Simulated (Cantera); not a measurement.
An adiabatic, constant-volume homogeneous reactor starts with CH4 : O2 : N2 = 1 : 2.44 : 9.17 (molar parts), equivalence ratio 0.82, at 1650 K and 15.8 atm. Integrator tolerance rtol = 1e-08.

Detailed kinetics in Cantera: GRI-Mech 3.0 (53 species, 325 reactions). The pressure lies above the range GRI-Mech 3.0 was tuned for (to about 10 atm). Above 3000 K some thermodynamic fits are extrapolated.

Problem. What does this change do: O2 2.44 to 0.94 parts?

Solution. 
| quantity | before | after |
|---|---|---|
| time of steepest temperature rise | 30.2 µs | 0.104 ms |
| temperature at 0.100 s | 3102 K | 2397 K |
| equilibrium temperature | 3102 K | 2397 K |
| x(CH4) at 0.100 s | <1e-12 (gas-phase equilibrium <1e-12) | 3.71e-9 (gas-phase equilibrium 4.14e-9) |
| x(O2) at 0.100 s | 0.0334 (gas-phase equilibrium 0.0334) | 2.05e-7 (gas-phase equilibrium 2.05e-7) |
| x(NO) at 0.100 s | 0.0203 (gas-phase equilibrium 0.0203) | 1.85e-5 (gas-phase equilibrium 1.85e-5) |
| x(N2O) at 0.100 s | 6.04e-6 (gas-phase equilibrium 6.04e-6) | 5.06e-9 (gas-phase equilibrium 5.06e-9) |
| x(H2) at 0.100 s | 0.00829 (gas-phase equilibrium 0.00829) | 0.0996 (gas-phase equilibrium 0.0996) |

Problem. What does this change do: pressure from 15.8 atm to 9.38 atm?

Solution. 
```json
[
 {"quantity": "time of steepest temperature rise", "before": "30.2 µs", "after": "46.2 µs"},
 {"quantity": "temperature at 0.100 s", "before": "3102 K", "after": "3062 K"},
 {"quantity": "equilibrium temperature", "before": "3102 K", "after": "3062 K"},
 {"quantity": "x(CH4) at 0.100 s", "before": "<1e-12 (gas-phase equilibrium <1e-12)", "after": "<1e-12 (gas-phase equilibrium <1e-12)"},
 {"quantity": "x(O2) at 0.100 s", "before": "0.0334 (gas-phase equilibrium 0.0334)", "after": "0.0345 (gas-phase equilibrium 0.0345)"},
 {"quantity": "x(NO) at 0.100 s", "before": "0.0203 (gas-phase equilibrium 0.0203)", "after": "0.0196 (gas-phase equilibrium 0.0196)"},
 {"quantity": "x(N2O) at 0.100 s", "before": "6.04e-6 (gas-phase equilibrium 6.04e-6)", "after": "4.47e-6 (gas-phase equilibrium 4.47e-6)"},
 {"quantity": "x(H2) at 0.100 s", "before": "0.00829 (gas-phase equilibrium 0.00829)", "after": "0.00920 (gas-phase equilibrium 0.00920)"}
]
```
